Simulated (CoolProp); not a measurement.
Vapour-liquid equilibrium of n-butane (1) + R245fa (2) at 300.9 K; x and y are mole fractions of (1).

Model: multi-fluid Helmholtz-energy mixture model, Bücker 2006 and Akasaka 2015; pair parameters Bell 2016, in CoolProp.

Q: Give the bubble pressure and the first vapour's composition at x = 0.05, 0.8, 0.875. Is there an azeotrope?

A: x = 0.05: 2.117 bar, y = 0.248; x = 0.8: 3.293 bar, y = 0.704; x = 0.875: 3.179 bar, y = 0.762. y crosses x between x = 0.575 and 0.65: the model has an azeotrope there.

Pair parameters are fitted to limited data, so mixtures are less certain than the pure fluids. With so large a gap from Raoult's law the liquid may split in two, which this calculation doesn't test in full.
